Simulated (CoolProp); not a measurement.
Vapour-liquid equilibrium of propylene (1) + R134a (2) at 259.8 K; x and y are mole fractions of (1).

Model: multi-fluid Helmholtz-energy mixture model, Lemmon 2013 and Tillner-Roth 1994; pair parameters Bell 2016, in CoolProp.

| x | bubble pressure, mixture model (bar) | bubble pressure, Raoult's law (bar) | y, mixture model | y, Raoult's law |
|---|---|---|---|---|
| 0.05 | 2.148 | 1.858 | 0.212 | 0.103 |
| 0.2 | 2.998 | 2.170 | 0.495 | 0.353 |
| 0.35 | 3.481 | 2.483 | 0.612 | 0.541 |
| 0.5 | 3.753 | 2.795 | 0.680 | 0.686 |
| 0.65 | 3.914 | 3.107 | 0.739 | 0.802 |
| 0.8 | 3.993 | 3.420 | 0.811 | 0.897 |
| 0.95 | 3.926 | 3.732 | 0.934 | 0.977 |

The largest gap from Raoult's law is +40.2 % in bubble pressure, at x = 0.35. y crosses x between x = 0.8 and 0.95: the model has an azeotrope there.

The pair parameters rest on a limited set of measurements; away from them the model extrapolates.
